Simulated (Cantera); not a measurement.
An isothermal, constant-pressure homogeneous reactor starts with CH₄ : N₂ = 1 : 7.6 (molar parts), at 1525 K and 0.190 bar.

Model: GRI-Mech 3.0 (53 species, 325 reactions), integrated in Cantera. GRI-Mech 3.0 stops at C3 and has no aromatics, soot or wall deposition, so with more carbon than oxygen in the feed, carbon stays in small species such as C2H2 where larger ones or solid carbon would form.

### Question
Predict: x(CH₄) at 50.0 s; x(CH₃) at 50.0 s; x(C₂H₂) at 50.0 s; x(C₂H₆) at 50.0 s; x(C₂H) at 50.0 s.

### Answer
```json
{
  "x(CH₄) at 50.0 s": "0.00190 (gas-phase equilibrium 0.00107)",
  "x(CH₃) at 50.0 s": "5.34e-6 (gas-phase equilibrium 3.00e-6)",
  "x(C₂H₂) at 50.0 s": "0.0509 (gas-phase equilibrium 0.0202)",
  "x(C₂H₆) at 50.0 s": "7.92e-8 (gas-phase equilibrium 2.75e-8)",
  "x(C₂H) at 50.0 s": "1.55e-8 (gas-phase equilibrium 6.14e-9)"
}
```
